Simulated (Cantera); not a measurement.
**Fluorocarbon and chlorocarbon gases: CH₃F + HCl + H₂**

Charge: 1 mol CH₃F, 0.062 mol HCl, 0.13 mol H₂, equilibrated at 2377 °C and 12.0 Pa.

Equilibrium computed with Cantera from the NASA thermochemical tables; the gas is ideal and each condensed phase is pure. Candidate condensed phases: C, C₆H₆, C₇H₈, C₈H₁₈; 118 gas species. Equilibrium is a limit: real reactors are often held back by kinetics, nucleation or transport.

```
Property           Result
--------------  ---------
x(H)                0.628
x(HF)               0.257
x(C₃)              0.0373
x(F)               0.0226
x(H₂)              0.0216
x(Cl)              0.0166
x(C)              0.00969
x(C₂)             0.00354
x(C₂H)            0.00119
n(C(graphite))  0.521 mol
gas amount      3.568 mol
```
